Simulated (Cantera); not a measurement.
Input (Python, Cantera) and output of one run.

```python
import numpy as np
import cantera as ct

gas_names = """
    CL CL2 H HCL H2 N NH NH2 NH3 N2 N2H2 N2H4 Si SiCL SiCL2 SiCL3 SiCL4 SiH SiHCL3 SiH2 SiH2CL2 SiH3
    SiH3CL SiH4 SiN Si2 Si2N Si3
""".split()
cond_names = """
    NH4CL(a) NH4CL(b) Si(cr) Si(L) Si3N4(a)
""".split()


# ... load() reads the species with a 1 bar reference pressure and builds the phases ...
atoms = {
    'SiH2Cl2': {'Si': 1, 'H': 2, 'CL': 2},
    'N2': {'N': 2},
}
top_T = {'Si3N4(a)': 2400}  # K; cautious upper limits of use, not melting points


# ... equilibrate(T, P, feed) seeds the gas with the atoms and calls Mixture.equilibrate('TP', solver="vcs", rtol=1e-11, max_steps=5000) ...
results = []
T = 1298.15  # K
P = 100000  # Pa
for m in [2.9, 5.2, 9.2, 17, 30, 53, 95]:
    feed = {'SiH2Cl2': 1, 'N2': m}  # mol
    mix = equilibrate(T, P, feed)
    results.append((T, P, feed, dict(zip(mix.species_names, mix.species_moles))))
    x = sorted(zip(gas.X, gas.species_names), reverse=True)
    print(f"T = {T:g} K  P = {P:g} Pa  n(N2) = {m:g} mol  gas = {mix.phase_moles(0):.4g} mol")
    print("   x: " + "  ".join(f"{s} {v:.3e}" for v, s in x if v > 1e-06))
    print("   condensed (mol): " + ("  ".join(f"{mix.phase(i).name} {mix.phase_moles(i):.4g}"
          for i in range(1, mix.n_phases) if mix.phase_moles(i) > 1e-12) or "none"))
```

Output:

```
T = 1298.15 K  P = 100000 Pa  n(N2) = 2.9 mol  gas = 4.156 mol
   x: N2 5.759e-01  HCL 2.523e-01  H2 1.139e-01  SiCL4 5.548e-02  SiHCL3 1.131e-03  SiCL3 1.102e-03  SiCL2 1.307e-04  NH3 3.645e-06  SiH2CL2 3.248e-06
   condensed (mol): Si3N4(a) 0.2532
T = 1298.15 K  P = 100000 Pa  n(N2) = 5.2 mol  gas = 6.463 mol
   x: N2 7.240e-01  HCL 1.755e-01  H2 6.669e-02  SiCL4 3.249e-02  SiCL3 7.098e-04  SiHCL3 5.577e-04  SiCL2 9.265e-05  NH3 1.831e-06  SiH2CL2 1.349e-06
   condensed (mol): Si3N4(a) 0.2604
T = 1298.15 K  P = 100000 Pa  n(N2) = 9.2 mol  gas = 10.47 mol
   x: N2 8.276e-01  HCL 1.161e-01  H2 3.733e-02  SiCL4 1.816e-02  SiCL3 4.488e-04  SiHCL3 2.638e-04  SiCL2 6.625e-05
   condensed (mol): Si3N4(a) 0.2672
T = 1298.15 K  P = 100000 Pa  n(N2) = 17 mol  gas = 18.28 mol
   x: N2 9.001e-01  HCL 7.114e-02  H2 1.909e-02  SiCL4 9.264e-03  SiCL3 2.671e-04  SiHCL3 1.123e-04  SiCL2 4.601e-05
   condensed (mol): Si3N4(a) 0.2743
T = 1298.15 K  P = 100000 Pa  n(N2) = 30 mol  gas = 31.28 mol
   x: N2 9.410e-01  HCL 4.396e-02  H2 9.960e-03  SiCL4 4.817e-03  SiCL3 1.624e-04  SiHCL3 4.929e-05  SiCL2 3.269e-05
   condensed (mol): Si3N4(a) 0.2806
T = 1298.15 K  P = 100000 Pa  n(N2) = 53 mol  gas = 54.29 mol
   x: N2 9.657e-01  HCL 2.664e-02  H2 5.087e-03  SiCL4 2.448e-03  SiCL3 9.731e-05  SiCL2 2.310e-05  SiHCL3 2.112e-05
   condensed (mol): Si3N4(a) 0.2865
T = 1298.15 K  P = 100000 Pa  n(N2) = 95 mol  gas = 96.3 mol
   x: N2 9.805e-01  HCL 1.573e-02  H2 2.516e-03  SiCL4 1.203e-03  SiCL3 5.696e-05  SiCL2 1.611e-05  SiHCL3 8.693e-06
   condensed (mol): Si3N4(a) 0.2921
```

Cantera equilibrium calculation (NASA polynomials, part measured and part estimated; ideal gas, pure solids and liquids). N2 is the only nitrogen source here; it is nearly inert below about 1500 K, so the nitride shown seldom forms there in practice. The tables' values for SiCl3 are old estimates; treat these amounts as uncertain.
